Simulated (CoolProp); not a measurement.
A single-stage vapour-compression cycle with the fluid: evaporating at 259.15 K (dew point), condensing at 289.15 K (bubble point), superheat 5 K, subcooling 5 K, compressor efficiency 0.75, no pressure losses. The same conditions are run with several fluids, on thermodynamics alone (safety and materials aside).

Model: reference Helmholtz-energy equation of state of each fluid (isobutane: Bücker 2006; R134a: Tillner-Roth 1994; R21: Platzer 1990; R1233zd(E): Akasaka 2022; c-C4F8 (RC318): Platzer 1990; R123: Younglove 1994), in CoolProp. The equations of Platzer and Polt are older, rougher fits.

| fluid | cooling COP | pressure ratio | discharge temperature (K) | refrigerating effect (kJ/kg) | volumetric capacity (kJ/m³) |
|---|---|---|---|---|---|
| isobutane | 5.98 | 2.88 | 301.0 | 318 | ? |
| R134a | 5.90 | 2.95 | 307.1 | 179 | 1510 |
| R21 | 6.03 | 3.48 | ? | 229 | ? |
| R1233zd(E) | 6.06 | 3.70 | 306.2 | ? | 280 |
| c-C4F8 (RC318) | 5.78 | 3.23 | 289.4 | ? | 655 |
| R123 | 6.07 | 3.91 | 307.1 | 165 | 192 |

Some entries are withheld; supply them.


- isobutane, volumetric capacity (kJ/m³): 809
- R21, discharge temperature (K): 330.3
- R21, volumetric capacity (kJ/m³): 415
- R1233zd(E), refrigerating effect (kJ/kg): 184
- c-C4F8 (RC318), refrigerating effect (kJ/kg): 97.0
